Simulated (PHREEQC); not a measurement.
Ultrapure water in contact with air or piping

Model water analysis in mg/kgw, 90 °C, pH 5.97, pe 11.1: Na 0.15; K 0.964; Ca 0.182; Mg 0.253; Cl 0.852; S(6) as SO4 1.17; Alkalinity as HCO3 0.708; Si as SiO2 0.0126; Li 0.000692; O(0) (dissolved oxygen) 0.000357.

Valence states are taken as typed.

Equilibrium calculation in PHREEQC: ion-association model, phreeqc.dat.

```json
{
  "ionic_strength": "8.83e-5 mol/kgw",
  "charge_balance_error": "1.0 %"
}
```

| species | molality | activity | log γ |
|---|---|---|---|
| CO2 | 3.11e-5 | 3.11e-5 | 0.000 |
| K+ | 2.46e-5 | 2.43e-5 | -0.005 |
| Cl- | 2.40e-5 | 2.37e-5 | -0.005 |
| HCO3- | 1.23e-5 | 1.22e-5 | -0.005 |
| SO4-2 | 1.20e-5 | 1.15e-5 | -0.022 |
| Mg+2 | 1.03e-5 | 9.80e-6 | -0.022 |

Precipitation was switched off in this run. At this temperature some constants are extrapolated from 25 °C, and those without enthalpy data are left unchanged.
